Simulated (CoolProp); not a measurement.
Vapour-liquid equilibrium of o-xylene (1) + n-nonane (2) at 0.387 MPa; x and y are mole fractions of (1).

Values from CoolProp's multi-fluid Helmholtz-energy mixture model, Zhou 2012 and Lemmon 2006; pair parameters Bell 2016.

| x | bubble temperature (K) | y at the bubble point | dew temperature at overall composition x (K) | liquid density (mol/L) |
|---|---|---|---|---|
| 0.05 | 482.3 | 0.060 | 482.4 | 4.370 |
| 0.125 | 481.3 | 0.148 | 481.5 | 4.505 |
| 0.2 | 480.4 | 0.231 | 480.7 | 4.645 |
| 0.275 | 479.6 | 0.310 | 479.9 | 4.792 |
| 0.35 | 478.8 | 0.386 | 479.2 | 4.946 |
| 0.425 | 478.2 | 0.460 | 478.5 | 5.107 |
| 0.5 | 477.6 | 0.530 | 477.9 | 5.276 |
| 0.575 | 477.2 | 0.599 | 477.3 | 5.455 |
| 0.65 | 476.8 | 0.668 | 476.9 | 5.642 |
| 0.725 | 476.5 | 0.736 | 476.6 | 5.840 |
| 0.8 | 476.4 | 0.804 | 476.4 | 6.050 |
| 0.875 | 476.3 | 0.875 | 476.3 | 6.271 |
| 0.95 | 476.4 | 0.949 | 476.4 | 6.505 |

y crosses x between x = 0.875 and 0.95: the model has an azeotrope there.

Pair parameters are fitted to limited data, so mixtures are less certain than the pure fluids.
